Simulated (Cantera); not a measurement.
Roasting and sulfation: MgCO3 + SO3 + O2

Feed: 1 mol MgCO3, 4.2 mol SO3, 7.4 mol O2, at 25.5 Torr.

These are equilibrium values from Cantera (NASA tables, ideal gas, pure condensed phases), not measurements of a reactor. Candidate condensed phases: C, Mg, MgCO3, MgO, MgS, MgSO4, S; 26 gas species. Kinetics and transport are ignored.

From 875 K to 1125 K the condensed part is MgSO4(s). From 1175 K to 1425 K the condensed part is MgO(s).

```csv
T (K),x O2,x SO2,x SO3,x CO2,x O,n MgSO4(s),n MgO(s)
875,0.657,0.107,0.155,0.0816,9.03e-12,1.00,0
925,0.665,0.150,0.106,0.0798,5.92e-11,1.00,0
975,0.671,0.183,0.0675,0.0783,3.20e-10,1.00,0
1025,0.675,0.205,0.0422,0.0774,1.47e-9,1.00,0
1075,0.678,0.219,0.0265,0.0768,5.86e-9,1.00,0
1125,0.679,0.227,0.0170,0.0764,2.06e-8,1.00,0
1175,0.644,0.275,0.0128,0.0685,6.35e-8,0,1.00
1225,0.645,0.278,0.00869,0.0683,1.83e-7,0,1.00
1275,0.645,0.281,0.00604,0.0682,4.86e-7,0,1.00
1325,0.645,0.282,0.00431,0.0682,1.20e-6,0,1.00
1375,0.646,0.283,0.00315,0.0681,2.77e-6,0,1.00
1425,0.646,0.284,0.00235,0.0681,6.05e-6,0,1.00
```
x: gas mole fraction; n: condensed amount in mol.
